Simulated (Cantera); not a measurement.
Feed: 1 mol SiCl₄, 0.29 mol C₂H₂, a varied amount of H₂, equilibrated at 2198.15 K and 0.00800 bar.

Equilibrium computed with Cantera from the NASA thermochemical tables; the gas is ideal and each condensed phase is pure. Candidate condensed phases: C, C₆H₆, C₇H₈, C₈H₁₈, Si, SiC; 109 gas species. The tables' values for SiCl are old estimates; treat these amounts as uncertain. Gases not in the tables: Si₂H₆ and higher silanes. The numbers say what is thermodynamically allowed, not how fast it happens.

At 71 mol H₂, list the 6 most abundant gas species with their mole fractions, and the condensed phases.

H₂ 0.881, H 0.0585, HCl 0.0483, Si 0.00652, Cl 0.00233, C₂H₂ (acetylene) 0.00123. Condensed: SiC(s).
